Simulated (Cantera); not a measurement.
An isothermal, constant-pressure homogeneous reactor starts with N2O : H2 : N2 = 1 : 0.0074 : 0.87 (molar parts), at 1423 K and 128 Torr. Integrator tolerance rtol = 1e-08.

Model: GRI-Mech 3.0 (53 species, 325 reactions), integrated in Cantera. GRI-Mech 3.0 was tuned for natural gas; its chemistry of N2O as a main component is partial and can be far from experiment. The temperature is held fixed by assumption; the heat of reaction is taken as removed at once.

**Question.** What does this change do: N2 0.87 to 0.16 parts?

**Answer.** 
```tsv
quantity	before	after
x(N2O) at 1.00 s	0.0157 (gas-phase equilibrium 2.14e-8)	0.0220 (gas-phase equilibrium 2.26e-8)
x(H2) at 1.00 s	1.01e-7 (gas-phase equilibrium 1.06e-8)	1.01e-7 (gas-phase equilibrium 1.27e-8)
x(NO) at 1.00 s	0.0741 (gas-phase equilibrium 0.000824)	0.106 (gas-phase equilibrium 0.000926)
x(HO2) at 1.00 s	2.32e-8 (gas-phase equilibrium 1.23e-8)	2.98e-8 (gas-phase equilibrium 1.91e-8)
x(OH) at 1.00 s	3.23e-5 (gas-phase equilibrium 1.06e-5)	3.85e-5 (gas-phase equilibrium 1.39e-5)
x(O2) at 1.00 s	0.166 (gas-phase equilibrium 0.209)	0.238 (gas-phase equilibrium 0.298)
```

**Question.** What does this change do: H2 0.0074 to 0.0028 parts?

**Answer.** 
```json
[
 {"quantity": "x(N2O) at 1.00 s", "before": "0.0157 (gas-phase equilibrium 2.14e-8)", "after": "0.0165 (gas-phase equilibrium 2.15e-8)"},
 {"quantity": "x(H2) at 1.00 s", "before": "1.01e-7 (gas-phase equilibrium 1.06e-8)", "after": "3.92e-8 (gas-phase equilibrium 4.01e-9)"},
 {"quantity": "x(NO) at 1.00 s", "before": "0.0741 (gas-phase equilibrium 0.000824)", "after": "0.0765 (gas-phase equilibrium 0.000827)"},
 {"quantity": "x(HO2) at 1.00 s", "before": "2.32e-8 (gas-phase equilibrium 1.23e-8)", "after": "1.42e-8 (gas-phase equilibrium 7.57e-9)"},
 {"quantity": "x(OH) at 1.00 s", "before": "3.23e-5 (gas-phase equilibrium 1.06e-5)", "after": "2.01e-5 (gas-phase equilibrium 6.54e-6)"},
 {"quantity": "x(O2) at 1.00 s", "before": "0.166 (gas-phase equilibrium 0.209)", "after": "0.165 (gas-phase equilibrium 0.210)"}
]
```
